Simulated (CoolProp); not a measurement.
A simple Rankine cycle with water: condensing at 311.15 K, boiler at 1.62 MPa, turbine inlet 490.1 K, turbine efficiency 0.75, pump efficiency 0.6, no recuperator. Each further row changes one setting.

The numbers come from the reference Helmholtz-energy equation of state, Wagner 2002 in CoolProp.

```csv
case,thermal efficiency (%),net work (kJ/kg),heat in (kJ/kg),turbine exit temperature (K),volume ratio over the turbine
as stated,23.0,614,2670,311.2,144
turbine inlet 510.1 K,23.1,629,2730,311.2,139
condensing temperature 303.15 K,24.0,650,2710,303.1,217
boiler pressure 1.13 MPa,21.7,586,2700,311.2,100
turbine efficiency 0.65,19.9,532,2670,311.2,150
```

The expansion ends wet for: as stated; turbine inlet 510.1 K; condensing temperature 303.15 K; boiler pressure 1.13 MPa; turbine efficiency 0.65.
